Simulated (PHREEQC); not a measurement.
PHREEQC input (ion-association model, wateq4f.dat):

```
SOLUTION 1
  temp 25
  units mol/kgw
  pH 7 charge
  S(6) 0.0048
  K 0.0096
SOLUTION 2
  temp 25
  units mol/kgw
  pH 7 charge
  S(6) 0.0648
  Cu(2) 0.0038
  Cl 0.14
  K 0.14
END
SELECTED_OUTPUT 1
  -reset false
  -pH true
  -pe true
  -ionic_strength true
  -water true
  -totals Cl Cu K S Cu(1) Cu(2) S(-2) S(6)
  -molalities H+ Cl- Cu+2 K+ SO4-2 KSO4- HSO4- H2S HS- S-2
    O2 OH- CuCl2- CuCl3-2 Cu+ CuCl+ CuCl2 CuCl3- CuCl4-2 CuOH+
    Cu(OH)2 Cu(OH)3- Cu(OH)4-2 Cu2(OH)2+2 CuSO4 Cu(HS)3-
  -equilibrium_phases Cu(OH)2 Brochantite Antlerite Atacamite Chalcanthite
PRINT
  -reset false
MIX 1
  1 1
  2 0
EQUILIBRIUM_PHASES 1
  Cu(OH)2 0 0
  Brochantite 0 0
  Antlerite 0 0
  Atacamite 0 0
  Chalcanthite 0 0
  O2(g) -0.68 10
END
# ... the last block is repeated for the other 10 points of share of solution B
```

Selected output (columns that matter, 11 of 11 rows; share of solution B added in front):

```
share of solution B	pH	mu	Cl	Cu	K	S	m_H+	m_Cl-	m_Cu+2	m_K+	m_SO4-2	m_KSO4-	m_HSO4-	m_OH-
0	7.0501	0.01402	0	0	0.0096	0.0048	9.8768e-08	0	0	0.0094102	0.0046102	0.00018977	2.8182e-08	1.2695e-07
0.1	2.1071	0.039003	0.014	0.00038	0.02264	0.0108	0.0090457	0.013995	0.00027548	0.022109	0.007016	0.00053053	0.0031543	1.5463e-12
0.2	1.8288	0.062855	0.028	0.00076	0.03568	0.0168	0.017564	0.027981	0.00054901	0.034767	0.0088584	0.00091337	0.0068361	8.4687e-13
0.3	1.6685	0.086108	0.042	0.00114	0.04872	0.0228	0.025801	0.04196	0.00082145	0.047401	0.010403	0.0013185	0.010799	6.0236e-13
0.4	1.5556	0.10897	0.056	0.00152	0.06176	0.0288	0.033855	0.055934	0.0010929	0.060022	0.011755	0.0017378	0.014945	4.7509e-13
0.5	1.4683	0.13156	0.07	0.0019	0.0748	0.0348	0.041777	0.069902	0.0013634	0.072633	0.01297	0.0021668	0.019223	3.9602e-13
0.6	1.3972	0.15394	0.084	0.00228	0.08784	0.0408	0.049598	0.083865	0.0016327	0.085237	0.01408	0.0026029	0.023602	3.4168e-13
0.7	1.3371	0.17615	0.098	0.00266	0.10088	0.0468	0.057339	0.097822	0.0019007	0.097836	0.015108	0.0030444	0.028061	3.0179e-13
0.8	1.285	0.19822	0.112	0.00304	0.11392	0.0528	0.065012	0.11178	0.0021674	0.11043	0.016068	0.0034902	0.032588	2.7112e-13
0.9	1.2391	0.22018	0.126	0.00342	0.12696	0.0588	0.072629	0.12572	0.0024327	0.12302	0.01697	0.0039394	0.037171	2.4673e-13
1	1.1981	0.24203	0.14	0.0038	0.14	0.0648	0.080198	0.13967	0.0026966	0.13561	0.017824	0.0043913	0.041802	2.2681e-13
```
